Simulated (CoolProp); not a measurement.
Vapour-liquid equilibrium of toluene (1) + n-octane (2) at 417.3 K; x and y are mole fractions of (1).

Values from CoolProp's multi-fluid Helmholtz-energy mixture model, Lemmon 2006 and Beckmüller 2019; pair parameters Bell 2016.

**Question.** Give the bubble pressure and the first vapour's composition at x = 0.05, 0.65, 0.95. Is there an azeotrope?

**Answer.** x = 0.05: 0.1713 MPa, y = 0.082; x = 0.65: 0.2262 MPa, y = 0.712; x = 0.95: 0.2394 MPa, y = 0.955. No azeotrope shows between x = 0.05 and 0.95.

Pair parameters are fitted to limited data, so mixtures are less certain than the pure fluids.
